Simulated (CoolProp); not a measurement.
m-xylene at 453.29 K and 0.149 MPa is throttled through a valve to 0.068 MPa with no heat exchange. Each further row changes one setting.

The numbers come from the reference Helmholtz-energy equation of state, Zhou 2012 in CoolProp.

```csv
case,temperature change (K),final density (kg/m³)
as stated,-1.8,1.96
outlet pressure 0.0204 MPa,-2.8,0.582
outlet pressure 0.0884 MPa,-1.3,2.57
```
